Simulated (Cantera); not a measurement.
An adiabatic, constant-volume homogeneous reactor starts with CH4 : CO : O2 : N2 = 1 : 1.1 : 2.32 : 17.4 (molar parts), equivalence ratio 1.1, at 1575 K and 0.553 atm.

Computed with Cantera and GRI-Mech 3.0 (53 species, 325 reactions).

x: mole fraction; the columns are a selection and need not sum to one.

```tsv
t (s)	T (K)	P (bar)	x CH4	x CO	x O2	x H2	x H	x HO2	x C2H2
2.00e-6	1575	0.560	0.0458	0.0504	0.106	2.33e-8	2.95e-8	5.15e-8	<1e-12
5.39e-6	1575	0.560	0.0458	0.0504	0.106	___	___	___	<1e-12
1.46e-5	1575	0.560	0.0458	0.0504	0.106	3.10e-7	3.97e-8	3.30e-7	<1e-12
3.92e-5	1575	0.560	0.0458	0.0504	0.106	9.62e-7	4.65e-8	7.01e-7	<1e-12
0.000106	1575	0.560	0.0458	0.0504	0.106	___	___	___	1.56e-11
0.000286	1575	0.560	0.0457	0.0504	0.106	1.54e-5	1.63e-7	1.58e-6	1.46e-9
0.000770	1578	0.561	0.0449	0.0504	0.106	0.000209	1.57e-6	6.32e-6	2.93e-7
0.00208	2563	0.924	<1e-12	0.0458	0.0139	0.0103	0.00718	1.87e-6	<1e-12
0.00560	2649	0.949	<1e-12	0.0422	0.0102	0.00901	0.00458	1.82e-6	<1e-12
0.0151	2644	0.948	<1e-12	0.0424	0.00963	0.00911	0.00453	1.73e-6	<1e-12
0.0408	2644	0.948	<1e-12	0.0424	0.00961	0.00912	0.00453	1.72e-6	<1e-12
0.110	2644	0.948	<1e-12	0.0424	0.00961	0.00912	0.00453	1.72e-6	<1e-12
0.297	2644	0.948	<1e-12	0.0424	0.00961	0.00912	0.00453	1.72e-6	<1e-12
0.800	2644	0.948	<1e-12	0.0424	0.00961	0.00912	0.00453	1.72e-6	<1e-12
```

### Question
Complete the blanks.

### Answer

- 5.39e-6, x H2: 9.43e-8
- 5.39e-6, x H: 3.65e-8
- 5.39e-6, x HO2: 1.34e-7
- 0.000106, x H2: 3.28e-6
- 0.000106, x H: 6.72e-8
- 0.000106, x HO2: 1.13e-6
